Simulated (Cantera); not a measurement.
A Cantera script and what it prints.

```python
import numpy as np
import cantera as ct

gas_names = """
    H H2 N NH NH2 NH3 N2 N2H2 N2H4 V VN
""".split()
cond_names = """
    V(cr) V(L) VN(s)
""".split()


def load(file, names, dense=False):
    # The tables refer to 1 bar. Condensed volumes are neglected.
    table = {s.name: s for s in ct.Species.list_from_file(file)}
    out = []
    for n in names:
        d = dict(table[n].input_data)
        d["thermo"] = dict(d["thermo"], **{"reference-pressure": 1e5})
        if dense:
            d["equation-of-state"] = {"model": "constant-volume", "density": "1e6 g/cm^3"}
        out.append(ct.Species.from_dict(d))
    return out


gas = ct.Solution(thermo="ideal-gas", species=load("nasa_gas.yaml", gas_names))
cond = {s.name: ct.Solution(thermo="fixed-stoichiometry", species=[s], name=s.name)
        for s in load("nasa_condensed.yaml", cond_names, dense=True)}
atoms = {
    'V': {'V': 1},
    'NH3': {'N': 1, 'H': 3},
}
top_T = {'VN(s)': 2300}  # K; cautious upper limits of use, not melting points


def equilibrate(T, P, feed):
    n = {}
    for name, mol in feed.items():
        for a, k in atoms[name].items():
            n[a] = n.get(a, 0.0) + k * mol
    gas.TPX = T, P, n
    mass = sum(n.values()) * gas.mean_molecular_weight
    gas.equilibrate("TP")
    valid = [c for c in cond.values() if c.min_temp <= T <= top_T.get(c.name, c.max_temp)]
    mix = ct.Mixture([(gas, mass / gas.mean_molecular_weight)] + [(c, 0.0) for c in valid])
    mix.T, mix.P = T, P
    mix.equilibrate("TP", solver="vcs", rtol=1e-11, max_steps=5000)
    return mix


results = []
P = 8.5  # Pa
for T in [1273, 1373, 1473, 1573, 1673, 1773, 1873, 1973, 2073, 2173]:
    for m in [0.35, 0.54, 0.82, 1.2, 1.9, 2.9, 4.4, 6.7]:
        feed = {'V': 1, 'NH3': m}  # mol
        mix = equilibrate(T, P, feed)
        results.append((T, P, feed, dict(zip(mix.species_names, mix.species_moles))))

for T, P, feed, n in results:
    print(f"{T:7g} {feed['NH3']:10.4g}  " + (" + ".join(c for c in cond_names if n.get(c, 0) > 1e-12) or "gas only"))
```

Result:

```
   1273       0.35  V(cr) + VN(s)
   1273       0.54  V(cr) + VN(s)
   1273       0.82  V(cr) + VN(s)
   1273        1.2  VN(s)
   1273        1.9  VN(s)
   1273        2.9  VN(s)
   1273        4.4  VN(s)
   1273        6.7  VN(s)
   1373       0.35  V(cr) + VN(s)
   1373       0.54  V(cr) + VN(s)
   1373       0.82  V(cr) + VN(s)
   1373        1.2  VN(s)
   1373        1.9  VN(s)
   1373        2.9  VN(s)
   1373        4.4  VN(s)
   1373        6.7  VN(s)
   1473       0.35  V(cr) + VN(s)
   1473       0.54  V(cr) + VN(s)
   1473       0.82  V(cr) + VN(s)
   1473        1.2  VN(s)
   1473        1.9  VN(s)
   1473        2.9  VN(s)
   1473        4.4  VN(s)
   1473        6.7  VN(s)
   1573       0.35  V(cr) + VN(s)
   1573       0.54  V(cr) + VN(s)
   1573       0.82  V(cr) + VN(s)
   1573        1.2  VN(s)
   1573        1.9  VN(s)
   1573        2.9  VN(s)
   1573        4.4  VN(s)
   1573        6.7  VN(s)
   1673       0.35  V(cr) + VN(s)
   1673       0.54  V(cr) + VN(s)
   1673       0.82  V(cr) + VN(s)
   1673        1.2  V(cr) + VN(s)
   1673        1.9  V(cr) + VN(s)
   1673        2.9  VN(s)
   1673        4.4  VN(s)
   1673        6.7  VN(s)
   1773       0.35  V(cr)
   1773       0.54  V(cr)
   1773       0.82  V(cr)
   1773        1.2  V(cr)
   1773        1.9  V(cr)
   1773        2.9  V(cr)
   1773        4.4  V(cr)
   1773        6.7  V(cr)
   1873       0.35  V(cr)
   1873       0.54  V(cr)
   1873       0.82  V(cr)
   1873        1.2  V(cr)
   1873        1.9  V(cr)
   1873        2.9  V(cr)
   1873        4.4  V(cr)
   1873        6.7  V(cr)
   1973       0.35  V(cr)
   1973       0.54  V(cr)
   1973       0.82  V(cr)
   1973        1.2  V(cr)
   1973        1.9  V(cr)
   1973        2.9  V(cr)
   1973        4.4  V(cr)
   1973        6.7  V(cr)
   2073       0.35  V(cr)
   2073       0.54  V(cr)
   2073       0.82  V(cr)
   2073        1.2  V(cr)
   2073        1.9  V(cr)
   2073        2.9  V(cr)
   2073        4.4  V(cr)
   2073        6.7  gas only
   2173       0.35  V(cr)
   2173       0.54  V(cr)
   2173       0.82  V(cr)
   2173        1.2  gas only
   2173        1.9  gas only
   2173        2.9  gas only
   2173        4.4  gas only
   2173        6.7  gas only
```

Equilibrium computed with Cantera from the NASA thermochemical tables; the gas is ideal and each condensed phase is pure. Mutual solubility and eutectic melting of coexisting phases are not modelled. VN: taken at fixed stoichiometry. Condensed phases not in the tables: V2N, N, O or C dissolved in the metal.
